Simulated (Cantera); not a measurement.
What does this Cantera script print?

```python
import numpy as np
import cantera as ct

gas_names = """
    H2 CH4 H
""".split()
cond_names = """
    C(gr)
""".split()


def load(file, names, dense=False):
    # The tables refer to 1 bar. Condensed volumes are neglected.
    table = {s.name: s for s in ct.Species.list_from_file(file)}
    out = []
    for n in names:
        d = dict(table[n].input_data)
        d["thermo"] = dict(d["thermo"], **{"reference-pressure": 1e5})
        if dense:
            d["equation-of-state"] = {"model": "constant-volume", "density": "1e6 g/cm^3"}
        out.append(ct.Species.from_dict(d))
    return out


species = {s.name: s for s in load("nasa_gas.yaml", gas_names) + load("nasa_condensed.yaml", cond_names)}
# Each term lists the table entries of one substance; the one whose range holds T is used.
reactions = {
    '2 H2(g) + C = CH4(g)':
        [(-2, ['H2']), (-1, ['C(gr)']), (1, ['CH4'])],
    'CH4(g) = 4 H(g) + C':
        [(-1, ['CH4']), (4, ['H']), (1, ['C(gr)'])],
}


def pick(names, T):
    return next(species[n] for n in names if species[n].thermo.min_temp <= T <= species[n].thermo.max_temp)


results = []
for label, terms in reactions.items():
    print(label)
    print("     T/K   dH/kJ  dS/(J/K)   dG/kJ   log10 K")
    for T in [1225, 1375, 1525, 1675, 1825, 1975, 2125, 2275, 2425, 2575, 2725]:
        used = [(nu, pick(names, T)) for nu, names in terms]
        dH = sum(nu * s.thermo.h(T) for nu, s in used) / 1e6
        dS = sum(nu * s.thermo.s(T) for nu, s in used) / 1e3
        dG = dH - T * dS / 1e3
        logK = -dG * 1e6 / (ct.gas_constant * T * np.log(10))
        results.append((label, T, dH, dS, dG, logK, [s.name for _, s in used]))
        print(f"{T:8g} {dH:8.1f} {dS:8.1f} {dG:8.1f} {logK:8.2f}")
```

Result:

```
2 H2(g) + C = CH4(g)
     T/K   dH/kJ  dS/(J/K)   dG/kJ   log10 K
    1225    -90.4   -109.8     44.1    -1.88
    1375    -90.7   -110.0     60.6    -2.30
    1525    -90.6   -110.0     77.1    -2.64
    1675    -90.2   -109.7     93.6    -2.92
    1825    -89.5   -109.3    110.0    -3.15
    1975    -88.5   -108.8    126.4    -3.34
    2125    -87.4   -108.3    142.7    -3.51
    2275    -86.1   -107.7    158.9    -3.65
    2425    -84.8   -107.1    175.0    -3.77
    2575    -83.3   -106.5    191.0    -3.87
    2725    -81.7   -105.9    207.0    -3.97
CH4(g) = 4 H(g) + C
     T/K   dH/kJ  dS/(J/K)   dG/kJ   log10 K
    1225    984.3    341.3    566.2   -24.14
    1375    987.6    343.8    514.8   -19.56
    1525    990.3    345.7    463.1   -15.86
    1675    992.5    347.1    411.2   -12.82
    1825    994.3    348.1    359.0   -10.28
    1975    995.7    348.8    306.7    -8.11
    2125    996.7    349.3    254.4    -6.25
    2275    997.5    349.7    201.9    -4.64
    2425    998.0    349.9    149.5    -3.22
    2575    998.2    350.0     97.0    -1.97
    2725    998.3    350.0     44.5    -0.85
```

Cantera with NASA thermochemical tables; ideal gases at 1 bar, condensed phases pure. Condensed species are held in their standard states even where they would react or evaporate.
